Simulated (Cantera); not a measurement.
A closed system holds: 1 mol Si, 2.6 mol Cl2, 0.57 mol F2, held at 4.20 mbar.

These are equilibrium values from Cantera (NASA tables, ideal gas, pure condensed phases), not measurements of a reactor. Candidate condensed phases: Si; 17 gas species. The tables' values for SiCl3, SiF3 are old estimates; treat these amounts as uncertain. Rates play no part.

Q: At 1500 K, list the 4 most abundant gas species with their mole fractions, and the condensed phases.

A: Cl 0.419, SiCl4 0.260, Cl2 0.216, SiF4 0.104. Condensed: gas only.
